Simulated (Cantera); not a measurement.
**Al(CH3)3 + O2 + N2 (aluminium nitride and oxide growth)**

Input: 1 mol Al(CH3)3, 5.3 mol O2, 18 mol N2, equilibrated at 0.100 bar.

Cantera equilibrium calculation (NASA polynomials, part measured and part estimated; ideal gas, pure solids and liquids). Candidate condensed phases: Al, AlN, Al2O3, C, C6H6, C7H8, C8H18, H2O; 148 gas species. The feed counts by its element totals alone. Rates play no part.

From 327 °C to 877 °C the condensed part is Al2O3(s).

| T (°C) | log p N2 | log p H2O | log p CO2 | log p H2 | log p CO | log p CH4 | n Al2O3(s) |
|---|---|---|---|---|---|---|---|
| 327 | -1.15 | -1.87 | -1.95 | -2.48 | -4.00 | -3.28 | 0.500 |
| 377 | -1.15 | -1.89 | -1.94 | -2.33 | -3.57 | -3.85 | 0.500 |
| 427 | -1.15 | -1.90 | -1.95 | -2.30 | -3.33 | -4.78 | 0.500 |
| 477 | -1.15 | -1.89 | -1.96 | -2.32 | -3.17 | -5.77 | 0.500 |
| 527 | -1.15 | -1.88 | -1.96 | -2.34 | -3.04 | -6.68 | 0.500 |
| 577 | -1.15 | -1.88 | -1.97 | -2.36 | -2.94 | -7.51 | 0.500 |
| 627 | -1.15 | -1.87 | -1.98 | -2.39 | -2.86 | -8.27 | 0.500 |
| 677 | -1.15 | -1.86 | -1.99 | -2.41 | -2.80 | -8.97 | 0.500 |
| 727 | -1.15 | -1.85 | -2.00 | -2.44 | -2.74 | -9.61 | 0.500 |
| 777 | -1.15 | -1.85 | -2.01 | -2.46 | -2.69 | -10.21 | 0.500 |
| 827 | -1.15 | -1.84 | -2.02 | -2.48 | -2.66 | -10.76 | 0.500 |
| 877 | -1.15 | -1.84 | -2.03 | -2.51 | -2.62 | -11.27 | 0.500 |
log p: log10 of the partial pressure in bar; n: condensed amount in mol.
